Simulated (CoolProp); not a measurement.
R404A at 436.52 K and 8.39 MPa flows at 2.2 m/s in a round tube of 25 mm bore and 15 µm roughness, fully developed (64/Re and Nu = 3.66 if laminar; Colebrook and Gnielinski if turbulent). Each further row changes one setting.

Model: reference Helmholtz-energy equation of state, Lemmon 2003, in CoolProp. It is a pseudo-pure fit of the blend.

```json
[
 {"case": "as stated", "Reynolds number": "613000", "Darcy friction factor": "0.0181", "pressure drop (Pa/m)": "590", "heat-transfer coefficient (W/(m² K))": "2360", "mass flow (kg/h)": "1310"},
 {"case": "velocity 4.4 m/s", "Reynolds number": "1230000", "Darcy friction factor": "0.0178", "pressure drop (Pa/m)": "2320", "heat-transfer coefficient (W/(m² K))": "4640", "mass flow (kg/h)": "2620"},
 {"case": "diameter 50 mm", "Reynolds number": "1230000", "Darcy friction factor": "0.0155", "pressure drop (Pa/m)": "253", "heat-transfer coefficient (W/(m² K))": "2040", "mass flow (kg/h)": "5240"}
]
```

Viscosity comes from a separate model (Geller 2000). Thermal conductivity comes from a separate model (Geller 2001).
